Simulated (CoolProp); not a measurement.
Vapour-liquid equilibrium of dimethyl ether (1) + R236FA (2) at 0.145 MPa; x and y are mole fractions of (1).

Values from CoolProp's multi-fluid Helmholtz-energy mixture model, Wu 2011 and Pan 2012; pair parameters Bell 2016.

```tsv
x	bubble temperature, mixture model (K)	bubble temperature, Raoult's law (K)	y, mixture model	y, Raoult's law
0.05	280.4	278.9	0.058	0.112
0.2	279.2	274.1	0.256	0.381
0.35	276.8	270.0	0.477	0.576
0.5	272.9	266.4	___	0.721
0.65	267.9	263.2	0.849	0.831
0.8	___	260.3	0.946	0.915
0.95	258.1	257.7	___	0.981
```

**Question.** Some entries are withheld; supply them.

**Answer.** 
- 0.5, y, mixture model: 0.688
- 0.8, bubble temperature, mixture model (K): 262.7
- 0.95, y, mixture model: 0.992

The largest gap from Raoult's law is +6.8 K in bubble temperature, at x = 0.35. No azeotrope shows between x = 0.05 and 0.95.

The pair parameters rest on a limited set of measurements; away from them the model extrapolates.
